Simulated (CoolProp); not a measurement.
Ethylene along the isotherm 224 K: Z from the reference equation and from simpler models built on Tc = 282.4 K, pc = 5.042 MPa, ω = 0.087; each cubic takes its own stable root.

Values from CoolProp's reference Helmholtz-energy equation of state, Smukala 2000.

```
p (MPa)   phase  reference
-------  ------  ---------
1.58     liquid    0.04953
3.15     liquid    0.09793
4.73     liquid     0.1459
6.3      liquid     0.1930
7.88     liquid     0.2397
9.45     liquid     0.2857
11       liquid     0.3307
12.6     liquid     0.3766
```

Task: How far does each simpler model (Redlich-Kwong, Soave-Redlich-Kwong, Peng-Robinson) lie from the reference over these 8 states: mean and median of the absolute difference, and the worst?

Result: 
- Redlich-Kwong: mean 6.1 %, median 5.9 %, worst +8.0 % at 224 K and 1.58 MPa
- Soave-Redlich-Kwong: mean 5.1 %, median 5.0 %, worst +6.7 % at 224 K and 1.58 MPa
- Peng-Robinson: mean 6.9 %, median 7.0 %, worst -7.7 % at 224 K and 12.6 MPa
